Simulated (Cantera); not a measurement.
An adiabatic, constant-volume homogeneous reactor starts with 9.91 % H₂, 7.51 % O₂, 82.6 % N₂, at 1400 K and 100000 Pa.

Computed with Cantera and GRI-Mech 3.0 (53 species, 325 reactions).

One state of this run: T (K) = 2244; P (bar) = 1.53; x H₂ = 0.00109; x O₂ = 0.0261; x NO = 0.000114; x H = 0.000274; x OH = 0.00380. x: mole fraction; the columns are a selection and need not sum to one.

Problem. Which value of t (s) does it belong to?
A) 2.53
B) 0.00800
C) 8.00e-6
D) 0.000800

Solution. D, 0.000800
